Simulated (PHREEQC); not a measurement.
0.17 g of hydrous ferric oxide (600 m²/g; 0.2 weak and 0.005 strong sites per Fe, Dzombak-Morel constants, diffuse double layer) in 1 kg of water with 0.001 mol/kgw of an inert sodium salt and 0.00044 mol ZnCl2 and 0.00044 mol CuCl2, at 25 °C; the pH is set by adding NaOH or the inert anion's acid. Oxygen alone is held at its pressure in air (log pO2 = -0.68). CO2 from the air is kept out. No solid was allowed to form.

Computed with PHREEQC (ion-association model, wateq4f.dat).

Predict Cu sorbed (%), surface charge σ (C/m²), surface potential ψ (mV) at pH = 4, 4.67, 8, 8.67.


```csv
pH,Cu sorbed (%),surface charge σ (C/m²),surface potential ψ (mV)
4,1.1,0.170,198
4.67,5.4,0.110,177
8,30.9,0.028,112
8.67,14.2,0.016,86
```

Along this series the solution becomes supersaturated in solids that the run did not let form, among them Cu(OH)2, Atacamite, Zn(OH)2-e, Zn5(OH)8Cl2. Complexes and solids missing from the database can't appear. The database's constant for dissolved Cu(OH)2 is higher than later reviews accept.
